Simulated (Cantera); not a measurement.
# Counterflow diffusion flame

A counterflow diffusion flame at 2.37 atm, nozzles 20 mm apart: fuel side CH4 : N2 = 1 : 1.2 (molar parts) at 550 K, oxidiser side O2 : N2 = 0.21 : 0.79 (molar parts) at 400 K, fuel mass flux 0.71 times the oxidiser's; mixture-averaged transport, no radiation.

Computed with Cantera and GRI-Mech 3.0 (53 species, 325 reactions). GRI-Mech 3.0 has no aromatics or soot, which form on the fuel side of real flames. The maximum strain rate includes the flame's own expansion and is several times the mean.

| oxidiser flux (kg/m²/s) | max strain (1/s) | mean strain (1/s) | T max (K) | peak x OH | peak x H | peak x NO | peak x CO | peak x C2H2 |
|---|---|---|---|---|---|---|---|---|
| 0.6 | 138 | 32.4 | 2057 | 0.00461 | 0.00153 | 0.000205 | 0.0335 | 0.00748 |
| 0.83 | 185 | 44.8 | 2046 | 0.00470 | 0.00162 | 0.000192 | 0.0332 | 0.00674 |
| 1.2 | 260 | 64.8 | 2031 | 0.00476 | 0.00171 | 0.000174 | 0.0330 | 0.00593 |
| 1.6 | 340 | 86.4 | 2019 | 0.00478 | 0.00177 | 0.000158 | 0.0329 | 0.00534 |
| 2.2 | 458 | 119 | 2006 | 0.00480 | 0.00185 | 0.000138 | 0.0330 | 0.00478 |
| 3.1 | 634 | 167 | 1986 | 0.00474 | 0.00191 | 0.000114 | 0.0331 | 0.00416 |
| 4.2 | 845 | 227 | 1965 | 0.00461 | 0.00193 | 9.04e-5 | 0.0334 | 0.00361 |
x: mole fraction; the columns are a selection and need not sum to one.
